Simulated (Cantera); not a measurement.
An isothermal, constant-pressure homogeneous reactor starts with C2H6 : H2 = 1 : 2.6 (molar parts), at 1325 K and 50.3 Torr. Integrator tolerance rtol = 1e-08.

Model: GRI-Mech 3.0 (53 species, 325 reactions), integrated in Cantera. GRI-Mech 3.0 stops at C3 and has no aromatics, soot or wall deposition, so with more carbon than oxygen in the feed, carbon stays in small species such as C2H2 where larger ones or solid carbon would form.

### Question
What does this change do: H2 2.6 to 21 parts?

### Answer
```csv
quantity,before,after
x(C2H6) at 20.0 s,2.62e-5 (gas-phase equilibrium 2.61e-5),6.27e-6 (gas-phase equilibrium 4.76e-6)
x(H2) at 20.0 s,0.751 (gas-phase equilibrium 0.743),0.941 (gas-phase equilibrium 0.929)
x(C2H) at 20.0 s,5.87e-10 (gas-phase equilibrium 5.33e-10),1.19e-10 (gas-phase equilibrium 5.55e-11)
x(H) at 20.0 s,5.94e-6 (gas-phase equilibrium 5.48e-6),8.44e-6 (gas-phase equilibrium 6.13e-6)
x(CH3) at 20.0 s,1.56e-5 (gas-phase equilibrium 1.63e-5),5.63e-6 (gas-phase equilibrium 6.96e-6)
x(C2H2) at 20.0 s,0.135 (gas-phase equilibrium 0.132),0.0241 (gas-phase equilibrium 0.0153)
x(CH4) at 20.0 s,0.100 (gas-phase equilibrium 0.112),0.0318 (gas-phase equilibrium 0.0534)
```

### Question
What does this change do: H2 2.6 to 0.36 parts?

### Answer
```tsv
quantity	before	after
x(C2H6) at 20.0 s	2.62e-5 (gas-phase equilibrium 2.61e-5)	3.42e-5 (gas-phase equilibrium 3.41e-5)
x(H2) at 20.0 s	0.751 (gas-phase equilibrium 0.743)	0.597 (gas-phase equilibrium 0.604)
x(C2H) at 20.0 s	5.87e-10 (gas-phase equilibrium 5.33e-10)	1.11e-9 (gas-phase equilibrium 1.17e-9)
x(H) at 20.0 s	5.94e-6 (gas-phase equilibrium 5.48e-6)	4.67e-6 (gas-phase equilibrium 4.94e-6)
x(CH3) at 20.0 s	1.56e-5 (gas-phase equilibrium 1.63e-5)	1.91e-5 (gas-phase equilibrium 1.86e-5)
x(C2H2) at 20.0 s	0.135 (gas-phase equilibrium 0.132)	0.258 (gas-phase equilibrium 0.259)
x(CH4) at 20.0 s	0.100 (gas-phase equilibrium 0.112)	0.124 (gas-phase equilibrium 0.115)
```
